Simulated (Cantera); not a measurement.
Feed: 1 mol CO, 4.3 mol CO2, 2.1 mol N2, held at 39.0 Pa.

These are equilibrium values from Cantera (NASA tables, ideal gas, pure condensed phases), not measurements of a reactor. Candidate condensed phases: C; 24 gas species. Rates play no part.

Task: At 1748 K, list the 6 most abundant gas species with their mole fractions, and the condensed phases.

Result: CO2 0.579, N2 0.283, CO 0.137, O2 0.000644, NO 0.000115, O 9.42e-5. Condensed: gas only.
